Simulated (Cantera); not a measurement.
Input: 1 mol Ta2O5, 2100 mol H2, 3 mol H2O, held at 1998 K.

Equilibrium computed with Cantera from the NASA thermochemical tables; the gas is ideal and each condensed phase is pure. Candidate condensed phases: H2O, Ta, Ta2O5; 12 gas species. Mutual solubility and eutectic melting of coexisting phases are not modelled. Condensed phases not in the tables: N, O or C dissolved in the metal. Rates play no part.

What share of the Ta ends up in condensed phases as a function of P (Pa), at 10, 100, 1000, 10000, 100000, 1000000?


```tsv
P (Pa)	Ta condensed (%)	as
10	0.0	-
100	0.0	-
1000	87.2	Ta(s) + Ta2O5(s)
10000	98.7	Ta(s) + Ta2O5(s)
100000	99.9	Ta(s) + Ta2O5(s)
1000000	100.0	Ta(s) + Ta2O5(s)
```
